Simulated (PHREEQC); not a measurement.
Make-up at 25 °C: 0.076 mol/kgw HF, 0.017 mol/kgw NaF and 0.041 mol/kgw H2SO4. Closed to the air; pH follows from the charge balance.

The numbers come from PHREEQC with the ion-association model, phreeqc.dat.

Each row changes one thing in this solution. This is a speciation only: nothing precipitates in the calculation.

| case | pH | ionic strength (mol/kgw) | HF (mol/kgw) | HSO4- (mol/kgw) | SO4-2 (mol/kgw) | F- (mol/kgw) |
|---|---|---|---|---|---|---|
| as made | 1.45 | 0.0732 | 0.0893 | 0.0259 | 0.0146 | 0.00219 |
| diluted 10-fold with water | 2.23 | 0.0110 | 0.00818 | 0.00120 | 0.00289 | 0.00105 |
| diluted 2-fold with water | 1.69 | 0.0414 | 0.0441 | 0.0109 | 0.00941 | 0.00177 |
| NaF left out | 1.33 | 0.0671 | 0.0739 | 0.0288 | 0.0122 | 0.00137 |
| 0.011 mol/kgw KOH added | 1.54 | 0.0777 | 0.0885 | 0.0234 | 0.0166 | 0.00269 |
| HF left out | 1.47 | 0.0715 | 0.0165 | 0.0255 | 0.0150 | 0.000424 |

Complexes and solids missing from the database can't appear.
